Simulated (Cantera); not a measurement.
Mixture: CH4 : O2 : N2 = 1 : 3.39 : 12.7 (molar parts), equivalence ratio 0.59, at 1.80 bar, adiabatic and at constant pressure. Ignition delay is the time to a rise of 400 K.

Model: GRI-Mech 3.0 (53 species, 325 reactions), integrated in Cantera.

Problem. What does this change do: 0.02 parts H2 added?

Solution. 
| quantity | before | after |
|---|---|---|
| delay at 1000 K | 0.450 s | 0.251 s |
| delay at 1200 K | 20.6 ms | 16.5 ms |
| delay at 1400 K | 1.72 ms | 1.52 ms |
| delay at 1600 K | 0.255 ms | 0.238 ms |
| delay at 1800 K | 63.9 µs | 61.4 µs |
| apparent activation energy between 1700 and 1900 K | 160 kJ/mol | 160 kJ/mol |
